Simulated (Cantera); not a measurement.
Feed: 1 mol B2H6, 0.94 mol H2O, 130 mol H2, held at 18.0 Pa.

These are equilibrium values from Cantera (NASA tables, ideal gas, pure condensed phases), not measurements of a reactor. Candidate condensed phases: B, B2O3, B3O3H3, H2O; 23 gas species. The feed counts by its element totals alone. The tables' values for BH2 are old estimates; treat these amounts as uncertain. The numbers say what is thermodynamically allowed, not how fast it happens.

x: gas mole fraction; n: condensed amount in mol.

```tsv
T (K)	x H2	x H	x B	x BO	x HBO	x BH2	x B2O	n B(s)
1825	0.961	0.0322	3.03e-5	0.00247	0.00425	0.000149	2.22e-5	1.03
1875	0.945	0.0475	8.03e-5	0.00303	0.00366	0.000205	3.16e-5	1.02
1925	0.924	0.0685	0.000202	0.00356	0.00308	0.000276	4.29e-5	0.986
1975	0.896	0.0965	0.000486	0.00403	0.00252	0.000363	5.56e-5	0.930
2025	0.859	0.133	0.00112	0.00440	0.00201	0.000463	6.90e-5	0.817
2075	0.812	0.179	0.00246	0.00467	0.00157	0.000575	8.25e-5	0.589
2125	0.753	0.235	0.00524	0.00482	0.00119	0.000692	9.54e-5	0.120
2175	0.686	0.301	0.00603	0.00491	0.000901	0.000453	6.08e-5	0
2225	…	…	0.00597	0.00491	…	0.000255	…	0
2275	0.529	0.460	0.00580	0.00482	0.000485	0.000139	1.83e-5	0
2325	…	…	0.00555	0.00467	…	7.41e-5	…	0
2375	0.360	0.630	0.00527	0.00449	0.000242	3.85e-5	5.46e-6	0
```

What belongs in the gaps?


- 2325, x H2: 0.443
- 2325, x H: 0.546
- 2325, x HBO: 0.000345
- 2325, x B2O: 9.98e-6
- 2225, x H2: 0.611
- 2225, x H: 0.377
- 2225, x HBO: 0.000668
- 2225, x B2O: 3.36e-5
